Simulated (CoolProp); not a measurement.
Saturated liquid density (kg/m³) of R1233zd(E): the reference equation beside estimates from Tc = 165.7 °C, pc = 3583 kPa, ω = 0.304. Rackett uses Z = 0.29056 − 0.08775 ω.

Computed with CoolProp (reference Helmholtz-energy equation of state, Akasaka 2022).

```tsv
T (°C)	reference	Rackett	Redlich-Kwong
-25.25	1377	1388	1194
-19.15	?	1375	1182
-13.15	1351	1361	?
-7.05	1337	?	?
-1.05	1324	?	1144
5.05	1310	1320	?
11.15	1296	1305	1116
17.15	1282	?	1102
23.25	1267	1276	1087
29.25	1253	1261	?
```

### Question
Complete the blanks.

### Answer

- -19.15, reference: 1364
- -13.15, Redlich-Kwong: 1170
- -7.05, Rackett: 1348
- -7.05, Redlich-Kwong: 1157
- -1.05, Rackett: 1334
- 5.05, Redlich-Kwong: 1130
- 17.15, Rackett: 1291
- 29.25, Redlich-Kwong: 1073

Absolute difference from the reference over all 10 rows, mean and median: Rackett 0.7 and 0.7 %, Redlich-Kwong 13.7 and 13.7 %.
